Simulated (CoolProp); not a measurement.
The numbers come from the reference Helmholtz-energy equation of state, Tillner-Roth 1997 in CoolProp.

Question: For CH2F2 (R32), give the phase and the Z, cp (kJ/(kg K)), expansivity (1/kK), viscosity (µPa s) at 285.5 K and 263 kPa; 415.8 K and 2140 kPa; 214.1 K and 8380 kPa.

Answer: 
- 285.5 K and 263 kPa: gas; Z 0.961, cp 0.884, expansivity 4.05, viscosity 12.8
- 415.8 K and 2140 kPa: gas; Z 0.920, cp 1.14, expansivity 3.23, viscosity 18.6
- 214.1 K and 8380 kPa: liquid; Z 0.197, cp 1.56, expansivity 2.06, viscosity 357

Viscosity comes from a separate model (Bell 2016), an estimate that may be off by 10 % or more.
